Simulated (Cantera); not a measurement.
An adiabatic, constant-volume homogeneous reactor starts with CH4 : H2 : O2 : N2 = 1 : 0.19 : 2.62 : 9.85 (molar parts), equivalence ratio 0.80, at 998 K and 0.345 atm.

Detailed kinetics in Cantera: GRI-Mech 3.0 (53 species, 325 reactions). Below about 1000 K GRI-Mech 3.0 lacks low-temperature oxidation paths.

**Question.** Predict: time of steepest temperature rise; temperature at 8.00 s; equilibrium temperature; x(H2) at 8.00 s; x(O2) at 8.00 s; x(HCO) at 8.00 s; x(NO) at 8.00 s; x(H) at 8.00 s; x(O) at 8.00 s.

**Answer.** 
* **time of steepest temperature rise**: 0.174 s
* **temperature at 8.00 s**: 2603 K
* **equilibrium temperature**: 2603 K
* **x(H2) at 8.00 s**: 0.00715 (gas-phase equilibrium 0.00715)
* **x(O2) at 8.00 s**: 0.0392 (gas-phase equilibrium 0.0392)
* **x(HCO) at 8.00 s**: 6.94e-9 (gas-phase equilibrium 6.94e-9)
* **x(NO) at 8.00 s**: 0.0112 (gas-phase equilibrium 0.0112)
* **x(H) at 8.00 s**: 0.00343 (gas-phase equilibrium 0.00343)
* **x(O) at 8.00 s**: 0.00487 (gas-phase equilibrium 0.00487)
